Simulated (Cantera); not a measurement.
An isothermal, constant-pressure homogeneous reactor starts with 49.4 % H2, 30.9 % O2, 19.8 % N2, at 1025 K and 0.543 atm.

Cantera simulation using the H2/O2 subset of GRI-Mech 3.0, which has no nitrogen chemistry; the numbers are that mechanism's predictions, not measurements. The temperature is held fixed by assumption; the heat of reaction is taken as removed at once.

x: mole fraction; the columns are a selection and need not sum to one.

| t (s) | x H2 | x O2 | x H | x HO2 | x O |
|---|---|---|---|---|---|
| 0.000200 | 0.129 | 0.141 | 0.00384 | 0.000277 | 0.000824 |
| 0.000460 | 0.0934 | 0.125 | 9.73e-6 | 0.000205 | 2.98e-6 |
| 0.00106 | 0.0930 | 0.124 | 2.15e-6 | 0.000110 | 6.10e-7 |
| 0.00243 | 0.0921 | 0.124 | 2.80e-6 | 0.000117 | 7.95e-7 |
| 0.00558 | 0.0893 | 0.123 | [?] | 0.000135 | [?] |
| 0.0128 | [?] | 0.119 | [?] | 0.000141 | [?] |
| 0.0295 | 0.0616 | 0.110 | 3.85e-6 | 0.000127 | 1.32e-6 |
| 0.0678 | 0.0344 | 0.0976 | 2.23e-6 | 9.86e-5 | 1.04e-6 |
| 0.156 | 0.0104 | 0.0867 | 6.53e-7 | 5.56e-5 | 5.57e-7 |
| 0.358 | 0.00173 | 0.0827 | 6.09e-8 | 1.75e-5 | 9.15e-8 |
| 0.823 | 0.000337 | 0.0821 | 4.74e-9 | 4.66e-6 | 8.60e-9 |
| 1.89 | 7.45e-5 | 0.0820 | 5.53e-10 | 1.35e-6 | 1.06e-9 |
| 4.35 | 1.15e-5 | 0.0820 | 6.63e-11 | 2.98e-7 | 1.31e-10 |
| 10.0 | 3.38e-7 | 0.0820 | 2.84e-12 | 1.71e-8 | 1.19e-11 |

### Question
Complete the blanks.

### Answer

- 0.00558, x H: 4.07e-6
- 0.00558, x O: 1.16e-6
- 0.0128, x H2: 0.0803
- 0.0128, x H: 4.80e-6
- 0.0128, x O: 1.43e-6
